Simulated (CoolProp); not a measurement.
R236FA along the isotherm 126.85 °C: Z from the reference equation and from simpler models built on Tc = 124.9 °C, pc = 3.191 MPa, ω = 0.377; each cubic takes its own stable root.

Model: reference Helmholtz-energy equation of state, Pan 2012, in CoolProp.

```json
[
 {"p (MPa)": "0.665", "phase": "gas", "reference": "0.9252", "van der Waals": "0.9354", "Redlich-Kwong": "0.9266", "Soave-Redlich-Kwong": "0.9269", "Peng-Robinson": "0.9191"},
 {"p (MPa)": "1.33", "phase": "gas", "reference": "0.8412", "van der Waals": "0.8620", "Redlich-Kwong": "0.8445", "Soave-Redlich-Kwong": "0.8451", "Peng-Robinson": "0.8301"},
 {"p (MPa)": "1.99", "phase": "gas", "reference": "0.7428", "van der Waals": "0.7750", "Redlich-Kwong": "0.7493", "Soave-Redlich-Kwong": "0.7506", "Peng-Robinson": "0.7291"},
 {"p (MPa)": "2.66", "phase": "gas", "reference": "0.6120", "van der Waals": "0.6575", "Redlich-Kwong": "0.6245", "Soave-Redlich-Kwong": "0.6271", "Peng-Robinson": "0.6002"},
 {"p (MPa)": "3.32", "phase": "supercritical", "reference": "0.2595", "van der Waals": "0.3222", "Redlich-Kwong": "0.2935", "Soave-Redlich-Kwong": "0.3184", "Peng-Robinson": "0.2969"},
 {"p (MPa)": "3.99", "phase": "supercritical", "reference": "0.2156", "van der Waals": "0.3161", "Redlich-Kwong": "0.2679", "Soave-Redlich-Kwong": "0.2705", "Peng-Robinson": "0.2452"},
 {"p (MPa)": "4.65", "phase": "supercritical", "reference": "0.2365", "van der Waals": "0.3440", "Redlich-Kwong": "0.2871", "Soave-Redlich-Kwong": "0.2889", "Peng-Robinson": "0.2611"},
 {"p (MPa)": "5.32", "phase": "supercritical", "reference": "0.2605", "van der Waals": "0.3764", "Redlich-Kwong": "0.3110", "Soave-Redlich-Kwong": "0.3126", "Peng-Robinson": "0.2819"},
 {"p (MPa)": "5.98", "phase": "supercritical", "reference": "0.2850", "van der Waals": "0.4096", "Redlich-Kwong": "0.3359", "Soave-Redlich-Kwong": "0.3373", "Peng-Robinson": "0.3039"},
 {"p (MPa)": "6.65", "phase": "supercritical", "reference": "0.3100", "van der Waals": "0.4436", "Redlich-Kwong": "0.3616", "Soave-Redlich-Kwong": "0.3629", "Peng-Robinson": "0.3267"},
 {"p (MPa)": "7.31", "phase": "supercritical", "reference": "0.3347", "van der Waals": "0.4771", "Redlich-Kwong": "0.3871", "Soave-Redlich-Kwong": "0.3883", "Peng-Robinson": "0.3494"},
 {"p (MPa)": "7.98", "phase": "supercritical", "reference": "0.3597", "van der Waals": "0.5111", "Redlich-Kwong": "0.4128", "Soave-Redlich-Kwong": "0.4140", "Peng-Robinson": "0.3723"}
]
```
